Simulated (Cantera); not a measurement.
# N2O furnace oxynitridation

An isothermal, constant-pressure homogeneous reactor starts with 88.5 % N₂O, 11.5 % H₂O, at 1225 K and 0.987 atm.

Detailed kinetics in Cantera: GRI-Mech 3.0 (53 species, 325 reactions). GRI-Mech 3.0 was tuned for natural gas; its chemistry of N2O as a main component is partial and can be far from experiment. The mechanism lacks the step 2 NO + O2 → 2 NO2, which can matter for NO2 below about 1400 K. The temperature is held fixed by assumption; the heat of reaction is taken as removed at once.

```tsv
t (s)	x N₂O	x H₂O	x N₂	x H₂	x NO	x NO₂	x O
6.00e-6	0.885	0.115	4.90e-6	2.13e-12	3.00e-7	<1e-12	2.27e-6
3.92e-5	0.885	0.115	4.12e-5	8.78e-10	4.27e-6	4.14e-10	3.38e-6
0.000256	0.885	0.115	0.000294	5.30e-8	3.13e-5	4.04e-7	3.38e-6
0.00168	0.882	0.115	0.00201	4.35e-7	0.000183	2.80e-5	3.38e-6
0.0110	0.865	0.114	0.0131	3.47e-7	0.00105	0.000287	3.22e-6
0.0716	0.768	0.110	0.0774	1.56e-7	0.00655	0.000814	2.79e-6
0.468	0.406	0.0960	0.319	9.03e-8	0.0260	0.000963	1.96e-6
3.06	0.0330	0.0811	0.571	2.10e-8	0.0385	0.000674	3.64e-7
20.0	7.20e-7	0.0798	0.594	3.17e-9	0.0383	0.000670	2.27e-8
```
x: mole fraction; the columns are a selection and need not sum to one.

Equilibrium at this temperature and pressure: N₂O 1.54e-8, H₂O 0.0798, N₂ 0.613, H₂ 3.07e-9, NO 0.000253, NO₂ 4.57e-6, O 2.35e-8 (gas phase only).
